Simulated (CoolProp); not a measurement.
A Linde-Hampson liquefier for ethylene: isothermal reversible compression at 320 K from 1 atm to 20 MPa, throttling to 1 atm, return gas leaving the recuperator 2 K below the feed. Each further row changes one setting.

Model: reference Helmholtz-energy equation of state, Smukala 2000, in CoolProp.

```tsv
case	liquid yield per pass	compression work (kJ/kg of gas)
as stated	(withheld)	418
high pressure 40 MPa	0.425	(withheld)
warm-end temperature 350 K	(withheld)	(withheld)
warm-end gap 7 K	0.407	418
```

Problem. Complete the blanks.

Solution. 
- as stated, liquid yield per pass: 0.414
- high pressure 40 MPa, compression work (kJ/kg of gas): 468
- warm-end temperature 350 K, liquid yield per pass: 0.328
- warm-end temperature 350 K, compression work (kJ/kg of gas): 483
